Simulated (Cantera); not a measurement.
Input: 1 mol SO2, 5 mol H2O, 0.4 mol N2, held at 773 K and 1.00 bar.

Cantera equilibrium calculation (NASA polynomials, part measured and part estimated; ideal gas, pure solids and liquids). Candidate condensed phases: H2O, H2SO4, S; 35 gas species. Rates play no part.

Base state: H2O 0.781, SO2 0.156, N2 0.0625 (mole fractions); condensed: gas only.

Task: What changes in the equilibrium state with this change: temperature from 773 K to 2125 K?

Result: 
| species | before | after |
|---|---|---|
| H2O | 0.781 | 0.766 |
| SO2 | 0.156 | 0.154 |
| N2 | 0.0625 | 0.0619 |
| H2 | 3.29e-7 | 0.00872 |
| O2 | <1e-9 | 0.00380 |
| OH | <1e-9 | 0.00369 |
| SO | <1e-9 | 0.00108 |
| NO | <1e-9 | 0.000399 |

Task: What changes in the equilibrium state with this change: temperature from 773 K to 3025 K?

Result: 
| species | before | after |
|---|---|---|
| H2O | 0.781 | 0.486 |
| H2 | 3.29e-7 | 0.108 |
| SO2 | 0.156 | 0.0990 |
| OH | <1e-9 | 0.0855 |
| H | <1e-9 | 0.0559 |
| O2 | <1e-9 | 0.0485 |
| SO | <1e-9 | 0.0310 |
| O | <1e-9 | 0.0271 |
| N2 | 0.0625 | 0.0502 |
| NO | <1e-9 | 0.00597 |
| S | <1e-9 | 0.00202 |
